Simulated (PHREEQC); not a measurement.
Dissolve 0.083 mol Cs2SO4, 0.0048 mol NH4Cl and 0.11 mol (CH3)4NF per kg of water at 20 °C. Closed to the air; pH follows from the charge balance.

Model: ion-association model, wateq4f.dat, run in PHREEQC.

This is a speciation only: nothing precipitates in the calculation.

Question: Order these N species by the share of N that they hold, largest first: NH4+, NH4SO4-, NH3.

Answer: NH4+ (79 %), NH4SO4- (21 %), NH3 (0.25 %)

The pH is 7.04 and the ionic strength 0.362 mol/kgw. (CH3)4N+ isn't in the database: it is added as a free cation with an ion size of 4 Å.
